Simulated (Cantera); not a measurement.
**Si + Cl₂ + H₂ (chlorosilane synthesis and conversion)**

Feed: 1 mol Si, a varied amount of Cl₂, 2.7 mol H₂, equilibrated at 0.690 bar.

Equilibrium computed with Cantera from the NASA thermochemical tables; the gas is ideal and each condensed phase is pure. Candidate condensed phases: Si; 19 gas species. The tables' values for SiCl₃ are old estimates. Equilibrium is a limit: real reactors are often held back by kinetics, nucleation or transport.

Task: Map the stable condensed phases over T = 975, 1025, 1075, 1125, 1175, 1225, 1275, 1325, 1375, 1425, 1475, 1525, 1575, 1625 K and n(Cl₂) in mol = 0.5, 0.73, 0.96, 1.2, 1.4, 1.7, 1.9, 2.1, 2.4, 2.6.

Result: 
```
T in K \ n(Cl₂) in mol
          0.5 0.73 0.96  1.2  1.4  1.7  1.9  2.1  2.4  2.6
   1625     A    A    A    A    A    B    B    B    B    B
   1575     A    A    A    A    A    B    B    B    B    B
   1525     A    A    A    A    A    B    B    B    B    B
   1475     A    A    A    A    A    A    B    B    B    B
   1425     A    A    A    A    A    A    B    B    B    B
   1375     A    A    A    A    A    A    B    B    B    B
   1325     A    A    A    A    A    A    B    B    B    B
   1275     A    A    A    A    A    A    B    B    B    B
   1225     A    A    A    A    A    A    A    B    B    B
   1175     A    A    A    A    A    A    A    B    B    B
   1125     A    A    A    A    A    A    B    B    B    B
   1075     A    A    A    A    A    A    B    B    B    B
   1025     A    A    A    A    A    A    B    B    B    B
    975     A    A    A    A    A    A    B    B    B    B
```
A: Si; B: gas only.
